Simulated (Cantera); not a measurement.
Input: 1 mol Cu, 2.7 mol F2, 0.24 mol N2, at 1.33 mbar.

Cantera equilibrium calculation (NASA polynomials, part measured and part estimated; ideal gas, pure solids and liquids). Candidate condensed phases: Cu, CuF2; 11 gas species. Kinetics and transport are ignored.

Task: Which condensed phases are stable at each of these points (T (°C)): 200, 300, 400, 500, 600, 700, 800, 900, 1000, 1100, 1200, 1300?

Result: 
```csv
T (°C),condensed phases,Cu condensed (%)
200,CuF2(s),100.0
300,CuF2(s),100.0
400,CuF2(s),100.0
500,CuF2(s),100.0
600,CuF2(s),100.0
700,CuF2(s),98.8
800,CuF2(s),73.1
900,gas only,0.0
1000,gas only,0.0
1100,gas only,0.0
1200,gas only,0.0
1300,gas only,0.0
```

From 200 °C to 800 °C the condensed part is CuF2(s). From 900 °C to 1300 °C nothing is condensed.
